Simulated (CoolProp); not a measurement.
Saturation properties of C2F6 (R116) (Tc = 293.0 K, pc = 30.48 bar, ω = 0.257).

Computed with CoolProp (reference Helmholtz-energy equation of state, Lemmon 2006). It is a short technical equation, of lower accuracy than the large ones.

```tsv
T (K)	p (bar)	enthalpy of vaporisation (kJ/kg)	liquid cp (kJ/(kg K))	surface tension (mN/m)	vapour viscosity (µPa s)	liquid conductivity (mW/(m K))
206.5	1.803	111.8	0.9723	9.50	9.63	71.5
209.5	2.072	110.4	0.9810	9.10	…	70.4
212.5	2.371	108.9	0.9901	8.71	9.90	69.2
215.6	2.713	107.4	0.9999	8.30	10.0	67.9
218.6	3.078	105.8	1.010	7.91	10.2	66.8
221.6	3.480	104.2	1.020	7.52	10.3	65.6
224.6	3.920	…	1.031	7.14	10.4	64.4
227.6	4.400	100.9	1.042	6.75	10.6	63.2
230.7	4.941	99.05	…	6.36	10.7	62.0
233.7	5.511	97.23	…	5.99	10.9	60.8
236.7	…	95.34	1.082	5.62	11.0	59.6
```

Q: What belongs in the gaps?

A: 
- 209.5, vapour viscosity (µPa s): 9.76
- 224.6, enthalpy of vaporisation (kJ/kg): 102.6
- 230.7, liquid cp (kJ/(kg K)): 1.055
- 233.7, liquid cp (kJ/(kg K)): 1.068
- 236.7, p (bar): 6.128

It boils at 195.1 K under 1 atm.

Viscosity comes from a separate model (Huber 2003), an estimate that may be off by 10 % or more. Thermal conductivity comes from a separate model (Huber 2003), an estimate that may be off by 10 % or more. Surface tension comes from a separate correlation (Mulero 2012).
